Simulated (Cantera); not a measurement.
## Transport properties of process gases

Gas mixture: C2H6 : CO : CH4 = 0.18 : 0.1 : 0.32 (molar parts), at 0.00440 bar, frozen composition.

Cantera's kinetic-theory transport with the Lennard-Jones parameters of GRI-Mech 3.0, ideal gas; thermal conductivity in the mixture-averaged form. The composition is frozen, though it would react at the higher temperatures.

| T (K) | ρ (kg/m³) | cp (J/kg/K) | μ (µPa s) | λ (mW/m/K) | Pr | D (cm²/s) NO | D (cm²/s) C2H2 | D (cm²/s) H2 |
|---|---|---|---|---|---|---|---|---|
| 400 | 0.00294 | 2070 | 14.8 | 42.2 | 0.729 | 72.8 | 59.3 | 258 |
| 650 | 0.00181 | 2843 | 21.6 | 81.1 | 0.755 | 169 | 141 | 586 |
| 900 | 0.00131 | 3451 | 27.2 | 122 | 0.769 | 293 | 248 | 1010 |
| 1150 | 0.00102 | 3933 | 32.1 | 162 | 0.781 | 442 | 377 | 1520 |
| 1400 | 0.000841 | 4285 | 36.6 | 199 | 0.787 | 614 | 524 | 2100 |
| 1650 | 0.000713 | 4548 | 40.8 | 235 | 0.789 | 806 | 691 | 2760 |
| 1900 | 0.000620 | 4746 | 44.8 | 269 | 0.790 | 1020 | 874 | 3480 |
| 2150 | 0.000548 | 4897 | 48.5 | 301 | 0.790 | 1250 | 1070 | 4280 |
| 2400 | 0.000491 | 5017 | 52.1 | 331 | 0.791 | 1500 | 1290 | 5130 |
D: mixture-averaged diffusion coefficient of that species in the mixture.
